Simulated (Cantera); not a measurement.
What does this Cantera script print?

```python
import numpy as np
import cantera as ct

gas = ct.Solution("gri30.yaml")
gas.TPX = 600, 86000, {'CH4': 1, 'C2H6': 0.21, 'O2': 2.1, 'N2': 7.91, 'H2': 0.045}
flame = ct.FreeFlame(gas, width=0.044)
flame.set_refine_criteria(ratio=3, slope=0.08, curve=0.16)
flame.transport_model = "mixture-averaged"
flame.solve(loglevel=0, auto=True)
z, T = flame.grid, flame.T
thick = (T[-1] - T[0]) / np.gradient(T, z).max()
show = ['CH4', 'C2H6', 'O2', 'HCO', 'CH2', 'NO']
print(f"laminar burning velocity  {flame.velocity[0] * 100:.3f} cm/s")
print(f"burnt temperature         {T[-1]:.1f} K")
print(f"thermal thickness         {thick * 1e3:.4f} mm")
print(f"grid points               {len(z)}")
z0 = z[flame.heat_release_rate.argmax()]
print(f"{'z/mm':>9s}{'T/K':>9s}{'u/(m/s)':>9s}" + "".join(f"{s:>11s}" for s in show))
rows = []
for k in (-3, -2, -1.5, -1, -0.5, -0.25, 0, 0.25, 0.5, 1, 2, 4, 8):
    zz = z0 + k * thick
    rows.append([k * thick, np.interp(zz, z, T), np.interp(zz, z, flame.velocity),
                 *(np.interp(zz, z, flame.X[gas.species_index(s)]) for s in show)])
    print(f"{rows[-1][0] * 1e3:9.3f}{rows[-1][1]:9.1f}{rows[-1][2]:9.3f}" + "".join(f"{x:11.3e}" for x in rows[-1][3:]))
```

Result:

```
laminar burning velocity  111.432 cm/s
burnt temperature         2262.3 K
thermal thickness         0.4025 mm
grid points               153
     z/mm      T/K  u/(m/s)        CH4       C2H6         O2        HCO        CH2         NO
   -1.208    600.3    1.117  8.853e-02  1.860e-02  1.860e-01  1.492e-17  1.244e-18  9.703e-10
   -0.805    603.2    1.127  8.798e-02  1.853e-02  1.851e-01  6.676e-15  6.803e-16  1.073e-08
   -0.604    615.9    1.157  8.680e-02  1.839e-02  1.834e-01  1.942e-12  1.903e-13  6.306e-08
   -0.403    698.4    1.327  8.169e-02  1.771e-02  1.759e-01  1.777e-09  3.148e-10  5.669e-07
   -0.201   1133.0    2.208  5.763e-02  1.202e-02  1.360e-01  1.652e-06  4.163e-07  5.523e-06
   -0.101   1532.5    3.043  3.296e-02  4.552e-03  9.178e-02  2.550e-05  1.565e-05  1.248e-05
    0.000   1884.8    3.794  9.745e-03  2.902e-04  4.491e-02  6.196e-05  9.796e-05  2.480e-05
    0.101   2055.9    4.150  1.335e-03  3.028e-06  1.738e-02  3.213e-05  7.172e-05  4.375e-05
    0.201   2106.0    4.244  1.221e-04  2.481e-08  6.877e-03  5.904e-06  1.392e-05  6.217e-05
    0.403   2130.5    4.277  1.149e-06  3.540e-12  2.344e-03  2.205e-07  2.266e-07  8.148e-05
    0.805   2152.1    4.308  9.929e-10  8.074e-18  1.495e-03  1.195e-07  3.221e-10  9.201e-05
    1.610   2179.2    4.354  1.669e-13  3.997e-22  1.068e-03  9.788e-08  6.669e-14  9.736e-05
    3.220   2210.0    4.407  4.120e-14  1.119e-26  6.430e-04  7.322e-08  1.273e-14  1.026e-04
```

Model: GRI-Mech 3.0 (53 species, 325 reactions), integrated in Cantera. Burning velocities carry a grid error of a few per cent, more on coarse grids.
